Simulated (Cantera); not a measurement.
## NH₃ + O₂ + N₂ (abatement and gas-phase synthesis)

Input: 1 mol NH₃, a varied amount of O₂, 25 mol N₂, at 2173.15 K and 13.3 mbar.

Cantera equilibrium calculation (NASA polynomials, part measured and part estimated; ideal gas, pure solids and liquids). Candidate condensed phases: H₂O; 24 gas species. Rates play no part.

From 0.069 mol O₂ to 3 mol O₂ nothing is condensed.

```json
[
 {"n(O₂) (mol)": "0.069", "log p N₂": "-1.90", "log p O₂": "-7.97", "log p H₂O": "-4.18", "log p H₂": "-3.21", "log p H": "-3.92", "log p NO": "-6.47", "log p OH": "-5.77"},
 {"n(O₂) (mol)": "0.1", "log p N₂": "-1.90", "log p O₂": "-7.61", "log p H₂O": "-4.02", "log p H₂": "-3.23", "log p H": "-3.93", "log p NO": "-6.29", "log p OH": "-5.59"},
 {"n(O₂) (mol)": "0.16", "log p N₂": "-1.90", "log p O₂": "-7.12", "log p H₂O": "-3.82", "log p H₂": "-3.28", "log p H": "-3.95", "log p NO": "-6.05", "log p OH": "-5.37"},
 {"n(O₂) (mol)": "0.24", "log p N₂": "-1.90", "log p O₂": "-6.64", "log p H₂O": "-3.65", "log p H₂": "-3.34", "log p H": "-3.99", "log p NO": "-5.81", "log p OH": "-5.16"},
 {"n(O₂) (mol)": "0.37", "log p N₂": "-1.90", "log p O₂": "-6.03", "log p H₂O": "-3.46", "log p H₂": "-3.47", "log p H": "-4.05", "log p NO": "-5.50", "log p OH": "-4.92"},
 {"n(O₂) (mol)": "0.56", "log p N₂": "-1.90", "log p O₂": "-5.20", "log p H₂O": "-3.30", "log p H₂": "-3.72", "log p H": "-4.17", "log p NO": "-5.09", "log p OH": "-4.63"},
 {"n(O₂) (mol)": "0.85", "log p N₂": "-1.90", "log p O₂": "-4.20", "log p H₂O": "-3.21", "log p H₂": "-4.13", "log p H": "-4.38", "log p NO": "-4.59", "log p OH": "-4.34"},
 {"n(O₂) (mol)": "1.3", "log p N₂": "-1.91", "log p O₂": "-3.63", "log p H₂O": "-3.20", "log p H₂": "-4.40", "log p H": "-4.52", "log p NO": "-4.31", "log p OH": "-4.19"},
 {"n(O₂) (mol)": "2", "log p N₂": "-1.92", "log p O₂": "-3.28", "log p H₂O": "-3.20", "log p H₂": "-4.58", "log p H": "-4.61", "log p NO": "-4.14", "log p OH": "-4.10"},
 {"n(O₂) (mol)": "3", "log p N₂": "-1.94", "log p O₂": "-3.03", "log p H₂O": "-3.22", "log p H₂": "-4.72", "log p H": "-4.68", "log p NO": "-4.02", "log p OH": "-4.05"}
]
```
log p: log10 of the partial pressure in bar; nothing condenses.
